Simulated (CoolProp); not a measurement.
Model: reference Helmholtz-energy equation of state, Platzer 1990, in CoolProp. This equation is an older, rougher fit.

Q: For CF4 (R14), give the phase and the cp (kJ/(kg K)), cv (kJ/(kg K)), speed of sound (m/s), Prandtl number at 455.7 K and 4.03 bar; 455.7 K and 12.1 bar.

A: 
- 455.7 K and 4.03 bar: gas; cp 0.878, cv 0.780, speed of sound 220, Prandtl number 0.748
- 455.7 K and 12.1 bar: gas; cp 0.884, cv 0.780, speed of sound 220, Prandtl number 0.755

Viscosity comes from a separate model (Huber 2003), an estimate that may be off by 10 % or more. Thermal conductivity comes from a separate model (Huber 2003), an estimate that may be off by 10 % or more.
